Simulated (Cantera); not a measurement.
Mixture: 6.31 % CH₄, 1.64 % CO, 10.7 % O₂, 81.3 % N₂, equivalence ratio 1.3, at 3750 Torr, adiabatic and at constant pressure. Ignition delay is the time to a rise of 400 K.

Model: GRI-Mech 3.0 (53 species, 325 reactions), integrated in Cantera.

Task: Predict: delay at 1050 K; delay at 1150 K; delay at 1250 K; delay at 1350 K; apparent activation energy between 1300 and 1400 K.

Result: 
```
Property                                                 Value
--------------------------------------------------  ----------
delay at 1050 K                                        0.275 s
delay at 1150 K                                        58.3 ms
delay at 1250 K                                        14.8 ms
delay at 1350 K                                        4.24 ms
apparent activation energy between 1300 and 1400 K  180 kJ/mol
```
